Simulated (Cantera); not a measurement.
A Cantera script and what it prints.

```python
import numpy as np
import cantera as ct

gas_names = """
    CL CL2 H HCL H2 N NH NH2 NH3 N2 N2H2 N2H4 Si SiCL SiCL2 SiCL3 SiCL4 SiH SiHCL3 SiH2 SiH2CL2 SiH3
    SiH3CL SiH4 SiN Si2 Si2N Si3
""".split()
cond_names = """
    NH4CL(a) NH4CL(b) Si(cr) Si(L) Si3N4(a)
""".split()


def load(file, names, dense=False):
    # The tables refer to 1 bar. Condensed volumes are neglected.
    table = {s.name: s for s in ct.Species.list_from_file(file)}
    out = []
    for n in names:
        d = dict(table[n].input_data)
        d["thermo"] = dict(d["thermo"], **{"reference-pressure": 1e5})
        if dense:
            d["equation-of-state"] = {"model": "constant-volume", "density": "1e6 g/cm^3"}
        out.append(ct.Species.from_dict(d))
    return out


gas = ct.Solution(thermo="ideal-gas", species=load("nasa_gas.yaml", gas_names))
cond = {s.name: ct.Solution(thermo="fixed-stoichiometry", species=[s], name=s.name)
        for s in load("nasa_condensed.yaml", cond_names, dense=True)}
atoms = {
    'Si3N4': {'Si': 3, 'N': 4},
    'HCl': {'H': 1, 'CL': 1},
    'N2': {'N': 2},
}
top_T = {'Si3N4(a)': 2400}  # K; cautious upper limits of use, not melting points


def equilibrate(T, P, feed):
    n = {}
    for name, mol in feed.items():
        for a, k in atoms[name].items():
            n[a] = n.get(a, 0.0) + k * mol
    gas.TPX = T, P, n
    mass = sum(n.values()) * gas.mean_molecular_weight
    gas.equilibrate("TP")
    valid = [c for c in cond.values() if c.min_temp <= T <= top_T.get(c.name, c.max_temp)]
    mix = ct.Mixture([(gas, mass / gas.mean_molecular_weight)] + [(c, 0.0) for c in valid])
    mix.T, mix.P = T, P
    mix.equilibrate("TP", solver="vcs", rtol=1e-11, max_steps=5000)
    return mix


results = []
feed = {'Si3N4': 1, 'HCl': 5.6, 'N2': 1.1}  # mol
P = 30  # Pa
for T in [998, 1098, 1198, 1298, 1398, 1498, 1598, 1698, 1798, 1898, 1998]:
    mix = equilibrate(T, P, feed)
    results.append((T, P, feed, dict(zip(mix.species_names, mix.species_moles))))

top = {s: max(r[3][s] / sum(r[3][g] for g in gas_names) for r in results) for s in gas_names}
cols = sorted((s for s in top if top[s] > 1e-06), key=lambda s: -top[s])[:6]
seen = [c for c in cond_names if any(r[3].get(c, 0) > 1e-12 for r in results)]
print("log10 of partial pressures in bar; condensed amounts in mol")
print(f"{'T/K':>10s}" + "".join(f"{s[:9]:>10s}" for s in cols + seen))
for T, P, feed, n in results:
    ng = sum(n[g] for g in gas_names)
    print(f"{T:10.4g}" + "".join(f"{np.log10(max(n[s] / ng * P / 1e5, 1e-99)):10.3f}" for s in cols)
          + "".join(f"{n.get(c, 0):10.4g}" for c in seen))
```

It prints:

```
log10 of partial pressures in bar; condensed amounts in mol
       T/K       HCL        N2        H2     SiCL2        Si     SiCL4    Si(cr)     Si(L)  Si3N4(a)
       998    -3.831    -4.159    -4.256    -7.623   -20.243    -4.560         0         0     0.799
      1098    -3.816    -4.165    -4.282    -6.299   -16.921    -4.600         0         0    0.8064
      1198    -3.819    -4.161    -4.298    -5.242   -14.164    -4.709         0         0    0.7856
      1298    -3.886    -4.127    -4.278    -4.533   -11.857    -5.144         0         0    0.6632
      1398    -4.052    -4.074    -4.190    -4.235    -9.900    -6.112         0         0    0.4676
      1498    -4.269    -4.036    -4.112    -4.123    -8.202    -7.240         0         0    0.3138
      1598    -4.390    -3.971    -4.120    -4.124    -7.029    -8.111    0.7959         0         0
      1698    -4.401    -3.973    -4.122    -4.124    -6.183    -8.687         0    0.7639         0
      1798    -4.385    -3.980    -4.139    -4.140    -5.511    -9.148         0    0.7163         0
      1898    -4.391    -3.999    -4.174    -4.174    -4.911    -9.597         0    0.4332         0
      1998    -4.357    -4.034    -4.256    -4.256    -4.550    -9.924         0         0         0
```

Method: chemical equilibrium by Gibbs-energy minimisation in Cantera with the NASA 1993 tables (ideal gas, pure condensed phases). The tables' values for SiCl3, SiCl, SiN are old estimates; treat these amounts as uncertain. Gases not in the tables: Si2H6 and higher silanes.
